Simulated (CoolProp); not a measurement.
n-decane along the isobar 5.81 MPa: density (kg/m³) from the reference equation and from simpler models built on Tc = 617.7 K, pc = 2.101 MPa, ω = 0.488; each cubic takes its own stable root.

Computed with CoolProp (reference Helmholtz-energy equation of state, Lemmon 2006). It is a short technical equation, of lower accuracy than the large ones.

```json
[
 {"T (K)": "416.6", "phase": "liquid", "reference": "640.9"},
 {"T (K)": "423", "phase": "liquid", "reference": "635.8"},
 {"T (K)": "429.4", "phase": "liquid", "reference": "630.7"},
 {"T (K)": "435.8", "phase": "liquid", "reference": "625.5"},
 {"T (K)": "442.2", "phase": "liquid", "reference": "620.3"},
 {"T (K)": "448.6", "phase": "liquid", "reference": "615.1"},
 {"T (K)": "455", "phase": "liquid", "reference": "609.8"},
 {"T (K)": "461.5", "phase": "liquid", "reference": "604.3"},
 {"T (K)": "467.9", "phase": "liquid", "reference": "598.9"},
 {"T (K)": "474.3", "phase": "liquid", "reference": "593.4"},
 {"T (K)": "480.7", "phase": "liquid", "reference": "587.9"},
 {"T (K)": "487.1", "phase": "liquid", "reference": "582.3"},
 {"T (K)": "493.5", "phase": "liquid", "reference": "576.6"},
 {"T (K)": "499.9", "phase": "liquid", "reference": "570.8"},
 {"T (K)": "506.3", "phase": "liquid", "reference": "564.9"}
]
```

Q: How far does each simpler model (van der Waals, Redlich-Kwong, Peng-Robinson) lie from the reference over these 15 states: mean and median of the absolute difference, and the worst?

A: 
- van der Waals: mean 42.1 %, median 42.2 %, worst -43.3 % at 416.6 K and 5.81 MPa
- Redlich-Kwong: mean 19.2 %, median 19.2 %, worst -19.3 % at 416.6 K and 5.81 MPa
- Peng-Robinson: mean 4.0 %, median 3.9 %, worst -4.4 % at 416.6 K and 5.81 MPa
